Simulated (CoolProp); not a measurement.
Vapour pressure (kPa) of nitrogen: the reference equation beside estimates from Tc = -147.0 °C, pc = 3396 kPa, ω = 0.037. Clausius-Clapeyron is anchored at -186.75 °C with a constant enthalpy of vaporisation of 5.221 kJ/mol.

Model: reference Helmholtz-energy equation of state, Span 2000, in CoolProp.

```csv
T (°C),reference,Lee-Kesler,Clausius-Clapeyron,Redlich-Kwong,Soave-Redlich-Kwong,Peng-Robinson
-186.75,261.3,261.2,261.3,245.6,260.8,262.6
-183.25,357.4,357.5,346.8,343.8,357.8,358.6
-179.75,477.1,477.5,450.6,467.3,479.1,478.4
-176.15,628.2,628.6,578.2,624.2,632.5,629.9
-172.65,805.6,805.8,724.5,808.8,812.8,808.1
-169.05,1023,1023,899.2,1035,1034,1027
-165.55,1272,1270,1094,1292,1287,1277
-161.95,1570,1568,1322,1600,1590,1578
-158.45,1906,1903,1570,1942,1929,1917
```

Absolute difference from the reference over all 9 rows, mean and median: Lee-Kesler 0.1 and 0.1 %, Clausius-Clapeyron 9.6 and 10.1 %, Redlich-Kwong 2.2 and 1.9 %, Soave-Redlich-Kwong 0.8 and 0.9 %, Peng-Robinson 0.4 and 0.4 %.
